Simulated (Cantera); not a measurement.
## Gas activation for diamond growth

An isothermal, constant-pressure homogeneous reactor starts with CH4 : H2 : CO2 = 0.013 : 1 : 0.013 (molar parts), at 2423 K and 0.0513 atm.

Detailed kinetics in Cantera: GRI-Mech 3.0 (53 species, 325 reactions).

| t (s) | x CH4 | x H2 | x CO2 | x OH | x H |
|---|---|---|---|---|---|
| 0.000200 | 0.0112 | 0.967 | 0.0112 | 5.53e-6 | 0.00608 |
| 0.000591 | 0.00843 | 0.952 | 0.00471 | 2.81e-5 | 0.0156 |
| 0.00175 | 0.00283 | 0.940 | 5.43e-5 | 6.33e-5 | 0.0268 |
| 0.00516 | 0.000559 | 0.935 | 2.61e-5 | 7.39e-5 | 0.0350 |
| 0.0152 | 0.000245 | 0.928 | 2.25e-5 | 6.62e-5 | 0.0440 |
| 0.0451 | 8.22e-5 | 0.918 | 1.20e-5 | 3.62e-5 | 0.0562 |
| 0.133 | 1.76e-5 | 0.906 | 3.57e-6 | 1.21e-5 | 0.0696 |
| 0.393 | 4.33e-6 | 0.902 | 9.67e-7 | 3.43e-6 | 0.0742 |
| 1.16 | 1.37e-6 | 0.902 | 3.00e-7 | 1.06e-6 | 0.0744 |
| 3.44 | 4.88e-7 | 0.902 | 9.94e-8 | 3.51e-7 | 0.0744 |
| 10.2 | 2.01e-7 | 0.902 | 3.48e-8 | 1.23e-7 | 0.0744 |
| 30.0 | 1.09e-7 | 0.902 | 1.49e-8 | 5.25e-8 | 0.0744 |
x: mole fraction; the columns are a selection and need not sum to one.

Equilibrium at this temperature and pressure: CH4 9.26e-8, H2 0.902, CO2 1.12e-8, OH 3.95e-8, H 0.0744 (gas phase only).
